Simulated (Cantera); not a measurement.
A closed system holds: 1 mol AlCl₃, 1.1 mol H₂O, a varied amount of N₂, equilibrated at 2048 K and 0.0133 bar.

Cantera equilibrium calculation (NASA polynomials, part measured and part estimated; ideal gas, pure solids and liquids). Candidate condensed phases: Al, AlCl₃, AlN, Al₂O₃, H₂O, NH₄Cl; 45 gas species. The tables' values for AlCl₂ are old estimates; treat these amounts as uncertain. Equilibrium is a limit: real reactors are often held back by kinetics, nucleation or transport.

x: gas mole fraction; n: condensed amount in mol.

```tsv
n(N₂) (mol)	x N₂	x HCl	x Cl	x AlCl	x AlCl₃	n Al₂O₃(s)
15	0.841	0.113	0.0252	0.00574	?	0.364
24	0.892	0.0744	0.0193	0.00478	?	0.364
37	0.926	0.0494	0.0148	0.00386	?	0.363
58	0.950	0.0317	0.0110	0.00294	?	0.363
91	0.967	0.0200	0.00803	0.00215	?	0.362
140	0.978	0.0127	0.00587	0.00153	?	0.361
220	0.985	0.00783	0.00418	0.00105	?	0.361
350	0.991	0.00469	0.00293	0.000692	?	0.360
550	0.994	0.00281	0.00207	0.000456	?	0.359
860	0.996	0.00167	0.00146	0.000299	?	0.357
```

### Question
Complete the blanks.

### Answer

- 15, x AlCl₃: 0.00513
- 24, x AlCl₃: 0.00252
- 37, x AlCl₃: 0.00119
- 58, x AlCl₃: 0.000503
- 91, x AlCl₃: 0.000195
- 140, x AlCl₃: 7.44e-5
- 220, x AlCl₃: 2.58e-5
- 350, x AlCl₃: 8.40e-6
- 550, x AlCl₃: 2.75e-6
- 860, x AlCl₃: 9.01e-7
